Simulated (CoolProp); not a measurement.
Properties of hydrogen chloride at several states (Tc = 51.5 °C, pc = 8.314 MPa, ω = 0.130).

Model: reference Helmholtz-energy equation of state, Thol 2018, in CoolProp.

| T (°C) | p (MPa) | phase | density (kg/m³) | cp (kJ/(kg K)) | cv (kJ/(kg K)) | expansivity (1/kK) | fugacity coefficient |
|---|---|---|---|---|---|---|---|
| 389.45 | 7.36 | gas | 49.83 | ? | 0.5976 | 1.700 | 0.9758 |
| 341.65 | 1.23 | gas | 8.828 | 0.8240 | 0.5861 | 1.672 | 0.9938 |
| 8.65 | 41 | liquid | ? | 1.611 | ? | 2.358 | 0.1119 |
| -6.45 | 23.7 | liquid | 1023 | ? | 0.9107 | 2.679 | 0.1075 |
| 297.05 | 0.0136 | gas | 0.1046 | ? | ? | 1.754 | 0.9999 |
| 311.25 | 2.39 | gas | 18.20 | 0.8349 | 0.5849 | 1.818 | 0.9851 |

Problem. What belongs in the gaps?

Solution. 
- 389.45, cp (kJ/(kg K)): 0.8751
- 8.65, density (kg/m³): 1025
- 8.65, cv (kJ/(kg K)): 0.8959
- -6.45, cp (kJ/(kg K)): 1.682
- 297.05, cp (kJ/(kg K)): 0.8086
- 297.05, cv (kJ/(kg K)): 0.5804
